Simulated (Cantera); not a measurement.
What does this Cantera script print?

```python
import numpy as np
import cantera as ct

gas = ct.Solution("gri30.yaml", transport_model="multicomponent")
show = ['N2', 'CH3', 'H2O']

rows = []
print(f"{'T/K':>7s}{'rho':>11s}{'cp':>10s}{'mu':>11s}{'lambda':>11s}{'Pr':>7s}" + "".join(f"{'D_' + s:>11s}" for s in show))
for T in [400, 550, 700, 850, 1000, 1150, 1300, 1450]:
    gas.TPX = T, 1000000, {'C2H2': 0.34, 'N2': 0.29, 'C3H8': 0.64, 'H2': 0.5}
    Pr = gas.cp_mass * gas.viscosity / gas.thermal_conductivity
    D = [gas.mix_diff_coeffs_mole[gas.species_index(s)] for s in show]
    rows.append([gas.density, gas.cp_mass, gas.viscosity, gas.thermal_conductivity, Pr, *D])
    print(f"{T:7g}{gas.density:11.4e}{gas.cp_mass:10.1f}{gas.viscosity:11.4e}"
          f"{gas.thermal_conductivity:11.4e}{Pr:7.3f}" + "".join(f"{d:11.4e}" for d in D))
print("SI units: kg/m3, J/kg/K, Pa s, W/m/K, m2/s")
```

Output:

```
    T/K        rho        cp         mu     lambda     Pr       D_N2      D_CH3      D_H2O
    400 7.8495e+00    2174.0 1.3524e-05 5.5018e-02  0.534 3.0533e-06 3.3904e-06 3.3497e-06
    550 5.7087e+00    2592.9 1.7582e-05 7.8307e-02  0.582 5.3502e-06 5.9806e-06 6.1867e-06
    700 4.4854e+00    2935.5 2.1171e-05 1.0158e-01  0.612 8.1104e-06 9.1013e-06 9.7060e-06
    850 3.6939e+00    3217.1 2.4425e-05 1.2495e-01  0.629 1.1291e-05 1.2702e-05 1.3830e-05
   1000 3.1398e+00    3450.3 2.7427e-05 1.4772e-01  0.641 1.4861e-05 1.6746e-05 1.8502e-05
   1150 2.7303e+00    3626.5 3.0232e-05 1.6971e-01  0.646 1.8798e-05 2.1206e-05 2.3682e-05
   1300 2.4152e+00    3781.3 3.2879e-05 1.9138e-01  0.650 2.3084e-05 2.6062e-05 2.9336e-05
   1450 2.1654e+00    3916.4 3.5396e-05 2.1265e-01  0.652 2.7703e-05 3.1295e-05 3.5440e-05
SI units: kg/m3, J/kg/K, Pa s, W/m/K, m2/s
```

Cantera simulation using GRI-Mech 3.0 (53 species, 325 reactions); the numbers are that mechanism's predictions, not measurements. The composition is frozen, though it would react at the higher temperatures.
